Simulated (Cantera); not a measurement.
A closed system holds: 1 mol Si2H6, 1.4 mol NO, held at 700 K and 1.60 mbar.

Cantera equilibrium calculation (NASA polynomials, part measured and part estimated; ideal gas, pure solids and liquids). Candidate condensed phases: H2O, Si, SiO2, Si2N2O, Si3N4; 35 gas species. The feed counts by its element totals alone. Rates play no part.

Base state: H2 1.00 (mole fractions); condensed: Si(s) + SiO2(α-quartz) + Si2N2O(s).

What changes in the equilibrium state with this change: Si2H6 replaced by SiH4?


| species | before | after |
|---|---|---|
| H2 | 1.00 | 0.800 |
| N2 | <1e-9 | 0.200 |
| Si(s), mol | 0.250 | 0 |
| SiO2(α-quartz), mol | 0.350 | 0.600 |
| Si2N2O(s), mol | 0.700 | 0.200 |
